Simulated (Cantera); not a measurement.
Feed: 1 mol BaF2, 0.23 mol H2O, 0.22 mol N2, at 1025 °C and 0.140 Pa.

Equilibrium computed with Cantera from the NASA thermochemical tables; the gas is ideal and each condensed phase is pure. Candidate condensed phases: Ba, BaF2, BaO, Ba(OH)2, H2O; 45 gas species. Mutual solubility and eutectic melting of coexisting phases are not modelled. Equilibrium is a limit: real reactors are often held back by kinetics, nucleation or transport.

Base state: N2 0.350, H2O 0.325, BaF2 0.243, HF 0.0798, H2 0.00102, O2 0.000511, BaF 0.000126, OH 0.000120 (mole fractions); condensed: BaF2(s) + BaO(s).

### Question
What changes in the equilibrium state with this change: temperature from 1025 °C to 1827 °C?

### Answer
| species | before | after |
|---|---|---|
| BaF2 | 0.243 | 0.375 |
| BaF | 0.000126 | 0.148 |
| HF | 0.0798 | 0.147 |
| H2O | 0.325 | 0.000207 |
| N2 | 0.350 | 0.115 |
| O | 3.27e-6 | 0.103 |
| H | 2.90e-5 | 0.0907 |
| Ba | 1.23e-9 | 0.00265 |
| F | 1.16e-8 | 0.00678 |
| Ba(OH)2 | 4.73e-5 | <1e-9 |
| NO | 1.29e-5 | 0.000727 |
| OH | 0.000120 | 0.00189 |
| BaF2(s), mol | 0.823 | 0 |
| BaO(s), mol | 0.0250 | 0 |
